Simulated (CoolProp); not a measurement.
Vapour-liquid equilibrium of neopentane (1) + n-pentane (2) at 270.6 K; x and y are mole fractions of (1).

Model: multi-fluid Helmholtz-energy mixture model, Lemmon 2006 and Thol 2019; pair parameters Bell 2016, in CoolProp.

Q: Give the bubble pressure and the first vapour's composition at x = 0.2, 0.5, 0.8. Is there an azeotrope?

A: x = 0.2: 0.03056 MPa, y = 0.426; x = 0.5: 0.04336 MPa, y = 0.742; x = 0.8: 0.05583 MPa, y = 0.917. No azeotrope shows between x = 0.05 and 0.95.

Pair parameters are fitted to limited data, so mixtures are less certain than the pure fluids.
